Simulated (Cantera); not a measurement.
## Thermodynamics of abatement and gas-phase synthesis, feed SO₂ + O₂

Charge: 1 mol SO₂, 1.1 mol O₂, held at 1973 K and 0.200 bar.

Equilibrium computed with Cantera from the NASA thermochemical tables; the gas is ideal and each condensed phase is pure. Candidate condensed phases: S; 10 gas species. Kinetics and transport are ignored.

```yaml
x(O₂): 0.523
x(SO₂): 0.475
x(SO₃): 0.000932
x(O): 0.000877
x(SO): 0.000170
gas_amount: 2.100 mol
log10 activity of S(l) (absent): -7.37
```
